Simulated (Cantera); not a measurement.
A perfectly stirred reactor is fed with H2 : O2 : N2 = 0.64 : 1 : 1.7 (molar parts), equivalence ratio 0.32, at 71000 Pa; it is held at 1375 K, and followed from long to short residence time.

Model: the H2/O2 subset of GRI-Mech 3.0, which has no nitrogen chemistry, integrated in Cantera. The temperature is held fixed by assumption; the heat of reaction is taken as removed at once.

**Question.** What does this change do: H2 0.64 to 3 parts?

**Answer.** 
```tsv
quantity	before	after
x(H2) at τ = 0.730 s	5.82e-5	0.212
x(O2) at τ = 0.730 s	0.225	8.44e-5
x(H2O2) at τ = 0.730 s	2.54e-7	9.46e-9
x(OH) at τ = 0.730 s	0.000313	4.01e-5
x(HO2) at τ = 0.730 s	2.64e-6	1.14e-7
x(H2) at τ = 81.0 ms	0.000249	0.211
x(O2) at τ = 81.0 ms	0.225	0.000256
x(H2O2) at τ = 81.0 ms	6.89e-7	3.65e-8
x(OH) at τ = 81.0 ms	0.000649	0.000121
x(HO2) at τ = 81.0 ms	1.02e-5	3.49e-7
```

**Question.** What does this change do: temperature 1375 to 1100 K?

**Answer.** 
| quantity | before | after |
|---|---|---|
| x(H2) at τ = 0.730 s | 5.82e-5 | 0.00117 |
| x(O2) at τ = 0.730 s | 0.225 | 0.226 |
| x(H2O2) at τ = 0.730 s | 2.54e-7 | 8.02e-6 |
| x(OH) at τ = 0.730 s | 0.000313 | 1.76e-5 |
| x(HO2) at τ = 0.730 s | 2.64e-6 | 3.04e-5 |
| x(H2) at τ = 81.0 ms | 0.000249 | 0.00382 |
| x(O2) at τ = 81.0 ms | 0.225 | 0.227 |
| x(H2O2) at τ = 81.0 ms | 6.89e-7 | 2.53e-5 |
| x(OH) at τ = 81.0 ms | 0.000649 | 4.63e-5 |
| x(HO2) at τ = 81.0 ms | 1.02e-5 | 7.17e-5 |
